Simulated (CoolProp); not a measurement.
Properties of m-xylene along the isotherm 176.25 °C.

Model: reference Helmholtz-energy equation of state, Zhou 2012, in CoolProp.

```json
[
 {"p (MPa)": "0.884", "phase": "liquid", "density (kg/m³)": "718.1", "Joule-Thomson coefficient (K/MPa)": "-0.1968", "expansivity (1/kK)": "1.514"},
 {"p (MPa)": "1.77", "phase": "liquid", "density (kg/m³)": "720.0", "Joule-Thomson coefficient (K/MPa)": "-0.2045", "expansivity (1/kK)": "1.486"},
 {"p (MPa)": "2.65", "phase": "liquid", "density (kg/m³)": "721.9", "Joule-Thomson coefficient (K/MPa)": "-0.2116", "expansivity (1/kK)": "1.460"},
 {"p (MPa)": "3.53", "phase": "liquid", "density (kg/m³)": "723.7", "Joule-Thomson coefficient (K/MPa)": "-0.2184", "expansivity (1/kK)": "1.435"},
 {"p (MPa)": "4.42", "phase": "liquid", "density (kg/m³)": "725.5", "Joule-Thomson coefficient (K/MPa)": "-0.2248", "expansivity (1/kK)": "1.411"},
 {"p (MPa)": "5.3", "phase": "liquid", "density (kg/m³)": "727.2", "Joule-Thomson coefficient (K/MPa)": "-0.2309", "expansivity (1/kK)": "1.389"},
 {"p (MPa)": "6.19", "phase": "liquid", "density (kg/m³)": "728.9", "Joule-Thomson coefficient (K/MPa)": "-0.2366", "expansivity (1/kK)": "1.367"},
 {"p (MPa)": "7.07", "phase": "liquid", "density (kg/m³)": "730.6", "Joule-Thomson coefficient (K/MPa)": "-0.2421", "expansivity (1/kK)": "1.347"},
 {"p (MPa)": "7.95", "phase": "liquid", "density (kg/m³)": "732.2", "Joule-Thomson coefficient (K/MPa)": "-0.2472", "expansivity (1/kK)": "1.328"},
 {"p (MPa)": "8.84", "phase": "liquid", "density (kg/m³)": "733.8", "Joule-Thomson coefficient (K/MPa)": "-0.2522", "expansivity (1/kK)": "1.309"}
]
```
